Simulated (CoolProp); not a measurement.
Properties of fluorine along the isotherm -193.15 °C.

The numbers come from the reference Helmholtz-energy equation of state, de Reuck 1990 in CoolProp.

```
p (bar)   phase        Z  cv (kJ/(kg K))  Joule-Thomson coefficient (K/MPa)  expansivity (1/kK)  fugacity coefficient
-------  ------  -------  --------------  ---------------------------------  ------------------  --------------------
8.73     liquid  0.03242          0.8365                                  ?                   ?               0.06312
17.5     liquid  0.06490          0.8379                            -0.2844               4.336               0.03253
26.2     liquid  0.09703          0.8394                            -0.2860               4.296               0.02244
34.9     liquid   0.1291          0.8409                            -0.2876               4.257               0.01740
43.7     liquid   0.1614          0.8425                            -0.2891                   ?               0.01435
52.4     liquid   0.1933          0.8440                            -0.2906                   ?               0.01236
61.1     liquid   0.2251          0.8456                            -0.2920               4.145                     ?
69.9     liquid        ?          0.8472                                  ?               4.109              0.009883
78.6     liquid   0.2889          0.8487                            -0.2948               4.074              0.009075
```

Q: What belongs in the gaps?

A: 
- 8.73, Joule-Thomson coefficient (K/MPa): -0.2828
- 8.73, expansivity (1/kK): 4.378
- 43.7, expansivity (1/kK): 4.219
- 52.4, expansivity (1/kK): 4.181
- 61.1, fugacity coefficient: 0.01095
- 69.9, Z: 0.2573
- 69.9, Joule-Thomson coefficient (K/MPa): -0.2934
